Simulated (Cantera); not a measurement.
Charge: 1 mol SiH2Cl2, 1.4 mol NH3, equilibrated at 1302 °C and 100000 Pa.

Method: chemical equilibrium by Gibbs-energy minimisation in Cantera with the NASA 1993 tables (ideal gas, pure condensed phases). Candidate condensed phases: NH4Cl, Si, Si3N4; 28 gas species. The tables' values for SiCl3 are old estimates; treat these amounts as uncertain. Kinetics and transport are ignored.

### Question
What is the equilibrium state?

### Answer
```json
{
  "x(H2)": "0.582",
  "x(HCl)": "0.323",
  "x(N2)": "0.0426",
  "x(SiCl4)": "0.0194",
  "x(SiCl2)": "0.0166",
  "x(SiCl3)": "0.0111",
  "x(SiHCl3)": "0.00465",
  "x(SiH2Cl2)": "0.000185",
  "x(H)": "3.17e-5",
  "n(Si3N4(s))": "0.261 mol",
  "gas_amount": "4.154 mol",
  "log10 activity of Si(s) (absent)": "-1.56"
}
```
